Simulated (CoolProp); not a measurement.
Aqueous lithium chloride as a coolant, at 14 °C, 1 atm.

Values from CoolProp's Melinder's fits for secondary coolants.

```json
[
 {"mass %": "1.4", "freezing point (°C)": "-1.0", "density (kg/m³)": "1007", "Prandtl number": "8.63", "viscosity (mPa s)": "1.23", "cp (kJ/(kg K))": "4.109"},
 {"mass %": "3.2", "freezing point (°C)": "-2.9", "density (kg/m³)": "1018", "Prandtl number": "8.98", "viscosity (mPa s)": "?", "cp (kJ/(kg K))": "4.010"},
 {"mass %": "5.1", "freezing point (°C)": "-5.2", "density (kg/m³)": "1029", "Prandtl number": "9.36", "viscosity (mPa s)": "1.38", "cp (kJ/(kg K))": "3.908"},
 {"mass %": "6.9", "freezing point (°C)": "-7.5", "density (kg/m³)": "1039", "Prandtl number": "?", "viscosity (mPa s)": "1.46", "cp (kJ/(kg K))": "3.814"},
 {"mass %": "8.8", "freezing point (°C)": "-10.3", "density (kg/m³)": "1050", "Prandtl number": "10.2", "viscosity (mPa s)": "1.56", "cp (kJ/(kg K))": "3.718"},
 {"mass %": "10.6", "freezing point (°C)": "-13.3", "density (kg/m³)": "1061", "Prandtl number": "10.7", "viscosity (mPa s)": "?", "cp (kJ/(kg K))": "3.629"},
 {"mass %": "12.4", "freezing point (°C)": "-16.9", "density (kg/m³)": "?", "Prandtl number": "11.3", "viscosity (mPa s)": "1.78", "cp (kJ/(kg K))": "3.543"},
 {"mass %": "14.3", "freezing point (°C)": "-21.8", "density (kg/m³)": "1082", "Prandtl number": "11.9", "viscosity (mPa s)": "1.92", "cp (kJ/(kg K))": "3.455"},
 {"mass %": "16.1", "freezing point (°C)": "-27.6", "density (kg/m³)": "1093", "Prandtl number": "12.6", "viscosity (mPa s)": "2.06", "cp (kJ/(kg K))": "3.375"},
 {"mass %": "18", "freezing point (°C)": "-34.9", "density (kg/m³)": "1105", "Prandtl number": "13.4", "viscosity (mPa s)": "2.23", "cp (kJ/(kg K))": "3.296"},
 {"mass %": "19.8", "freezing point (°C)": "-42.9", "density (kg/m³)": "1116", "Prandtl number": "14.3", "viscosity (mPa s)": "?", "cp (kJ/(kg K))": "3.228"},
 {"mass %": "21.7", "freezing point (°C)": "-52.1", "density (kg/m³)": "1128", "Prandtl number": "15.3", "viscosity (mPa s)": "2.62", "cp (kJ/(kg K))": "3.167"}
]
```

Question: What belongs in the gaps?

Answer: 
- 3.2, viscosity (mPa s): 1.30
- 6.9, Prandtl number: 9.76
- 10.6, viscosity (mPa s): 1.66
- 12.4, density (kg/m³): 1071
- 19.8, viscosity (mPa s): 2.41
